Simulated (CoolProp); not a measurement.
Values from CoolProp's reference Helmholtz-energy equation of state, de Reuck 1993.

Task: For methanol, give the phase and the cp (kJ/(kg K)), cv (kJ/(kg K)), Joule-Thomson coefficient (K/MPa) at 97.45 °C and 0.065 MPa; 97.45 °C and 0.365 MPa; 97.45 °C and 11.6 MPa.

Result: 
- 97.45 °C and 0.065 MPa: gas; cp 1.64, cv 1.35, Joule-Thomson coefficient 64.3
- 97.45 °C and 0.365 MPa: liquid; cp 3.14, cv 2.56, Joule-Thomson coefficient -0.184
- 97.45 °C and 11.6 MPa: liquid; cp 3.08, cv 2.53, Joule-Thomson coefficient -0.217
